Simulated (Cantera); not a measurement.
## Stirred combustor or abatement burner

A perfectly stirred reactor is fed with CH₄ : O₂ : N₂ : CO₂ = 1 : 1.54 : 11.8 : 0.39 (molar parts), at 10500 Torr; it is adiabatic with a 548 K inlet, and is followed from long to short residence time, starting on the burning branch (τ in s: 0.45, 0.15, 0.048, 0.016, 0.0052, 0.0017, 0.00056, 0.00018, 6e-05).

Cantera simulation using GRI-Mech 3.0 (53 species, 325 reactions); the numbers are that mechanism's predictions, not measurements. The pressure lies above the range GRI-Mech 3.0 was tuned for (to about 10 atm).

```json
[
 {"τ (s)": "0.45", "T (K)": "1616", "x CH₄": "0.00419", "x O₂": "0.000453", "x CO₂": "0.0609", "x C₂H₆": "8.57e-6", "x H₂O": "0.109"},
 {"τ (s)": "0.15", "T (K)": "1613", "x CH₄": "0.00489", "x O₂": "0.00104", "x CO₂": "0.0612", "x C₂H₆": "1.95e-5", "x H₂O": "0.109"},
 {"τ (s)": "0.048", "T (K)": "1600", "x CH₄": "0.00540", "x O₂": "0.00224", "x CO₂": "0.0601", "x C₂H₆": "4.30e-5", "x H₂O": "0.108"},
 {"τ (s)": "0.016", "T (K)": "1573", "x CH₄": "0.00601", "x O₂": "0.00452", "x CO₂": "0.0576", "x C₂H₆": "8.94e-5", "x H₂O": "0.107"},
 {"τ (s)": "0.0052", "T (K)": "1501", "x CH₄": "0.00815", "x O₂": "0.0109", "x CO₂": "0.0523", "x C₂H₆": "0.000210", "x H₂O": "0.101"},
 {"τ (s)": "0.0017", "T (K)": "548", "x CH₄": "0.0679", "x O₂": "0.105", "x CO₂": "0.0265", "x C₂H₆": "<1e-12", "x H₂O": "<1e-12"},
 {"τ (s)": "0.00056", "T (K)": "548", "x CH₄": "0.0679", "x O₂": "0.105", "x CO₂": "0.0265", "x C₂H₆": "<1e-12", "x H₂O": "<1e-12"},
 {"τ (s)": "0.00018", "T (K)": "548", "x CH₄": "0.0679", "x O₂": "0.105", "x CO₂": "0.0265", "x C₂H₆": "<1e-12", "x H₂O": "<1e-12"},
 {"τ (s)": "6.0e-5", "T (K)": "548", "x CH₄": "0.0679", "x O₂": "0.105", "x CO₂": "0.0265", "x C₂H₆": "<1e-12", "x H₂O": "<1e-12"}
]
```
x: mole fraction; the columns are a selection and need not sum to one.
